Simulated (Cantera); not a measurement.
A Cantera script and what it prints.

```python
import numpy as np
import cantera as ct

gas_names = [...]  # 114 gases of nasa_gas.yaml made of C, Fe, H, O
cond_names = """
    C(gr) C6H6(L) C7H8(L) C8H18(L),n-octa Fe(a) Fe(c) Fe(d) Fe(L) FeC5O5(L) FeO(s) FeO(L) Fe(OH)2(s)
    Fe(OH)3(s) Fe2O3(s) Fe3O4(s) H2O(s) H2O(L)
""".split()


# ... load() reads the species with a 1 bar reference pressure and builds the phases ...
atoms = {
    'Fe3O4': {'Fe': 3, 'O': 4},
    'C': {'C': 1},
    'H2': {'H': 2},
}
top_T = {'C(gr)': 4500, 'Fe2O3(s)': 1830, 'Fe3O4(s)': 1870}  # K; cautious upper limits of use, not melting points


# ... equilibrate(T, P, feed) seeds the gas with the atoms and calls Mixture.equilibrate('TP', solver="vcs", rtol=1e-11, max_steps=5000) ...
results = []
feed = {'Fe3O4': 1, 'C': 0.35, 'H2': 5.6}  # mol
T = 2223.15  # K
P = 340000  # Pa
mix = equilibrate(T, P, feed)
results.append((T, P, feed, dict(zip(mix.species_names, mix.species_moles))))
x = sorted(zip(gas.X, gas.species_names), reverse=True)
print(f"T = {T:g} K  P = {P:g} Pa  gas = {mix.phase_moles(0):.4g} mol")
print("   x: " + "  ".join(f"{s} {v:.3e}" for v, s in x if v > 1e-05))
print("   condensed (mol): " + ("  ".join(f"{mix.phase(i).name} {mix.phase_moles(i):.4g}"
      for i in range(1, mix.n_phases) if mix.phase_moles(i) > 1e-12) or "none"))
```

Result:

```
T = 2223.15 K  P = 340000 Pa  gas = 5.965 mol
   x: H2 6.324e-01  H2O 3.046e-01  CO 5.384e-02  CO2 4.840e-03  H 2.765e-03  Fe 1.007e-03  Fe(OH)2 2.934e-04  OH 1.924e-04  FeO 1.563e-05
   condensed (mol): Fe(L) 1.193  FeO(L) 1.799
```

Method: chemical equilibrium by Gibbs-energy minimisation in Cantera with the NASA 1993 tables (ideal gas, pure condensed phases). Each liquid is taken as pure. Mutual solubility and eutectic melting of coexisting phases are not modelled. The tables' stoichiometric FeO is somewhat more stable than real wüstite, so its field is too wide. FeO: taken at fixed stoichiometry.
